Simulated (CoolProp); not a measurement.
Water along the isobar 12400 kPa: Z from the reference equation and from simpler models built on Tc = 647.1 K, pc = 22060 kPa, ω = 0.344; each cubic takes its own stable root.

Model: reference Helmholtz-energy equation of state, Wagner 2002, in CoolProp.

```csv
T (K),phase,reference,van der Waals,Redlich-Kwong,Soave-Redlich-Kwong,Peng-Robinson
412.8,liquid,0.06977,0.1449,0.09942,0.09510,0.08427
439.1,liquid,0.06735,0.1404,0.09692,0.09229,0.08169
465.4,liquid,0.06550,0.1370,0.09527,0.09034,0.07987
491.7,liquid,0.06424,0.1349,0.09454,0.08926,0.07884
518,liquid,0.06359,0.1341,0.09488,0.08922,0.07874
544.3,liquid,0.06368,0.1354,0.09669,0.09052,0.07986
570.6,liquid,0.06487,0.6876,0.1009,0.09395,0.08290
596.9,liquid,0.06824,0.7372,0.6850,0.1019,0.09003
623.2,gas,0.7051,0.7737,0.7392,0.7301,0.7095
649.5,gas,0.7684,0.8022,0.7787,0.7794,0.7597
675.8,gas,0.8115,0.8254,0.8093,0.8164,0.7976
702,gas,0.8432,0.8445,0.8339,0.8455,0.8274
```

At some of these states van der Waals, Redlich-Kwong gives the other phase, because its saturation line lies elsewhere.
